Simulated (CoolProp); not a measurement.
The fluid at 258.53 K and 0.0444 MPa is compressed adiabatically to 0.102 MPa with isentropic efficiency 0.7. The same conditions are run with several fluids, on thermodynamics alone (safety and materials aside).

Model: reference Helmholtz-energy equation of state of each fluid (ammonia: Gao 2020; propylene: Lemmon 2013; carbon monoxide: Lemmon 2006; R152A: Outcalt 1996; dimethyl ether: Wu 2011), in CoolProp.

### Question
Rank ammonia, propylene, carbon monoxide, R152A, dimethyl ether by work (kJ/kg), highest first.

### Answer
ammonia (164), carbon monoxide (103), propylene (63.6), dimethyl ether (57.7), R152A (40.1)

```tsv
fluid	final temperature (K)	final density (kg/m³)
ammonia	336.9	0.624
propylene	302.5	1.73
carbon monoxide	357.4	0.961
R152A	300.5	2.75
dimethyl ether	301.1	1.91
```
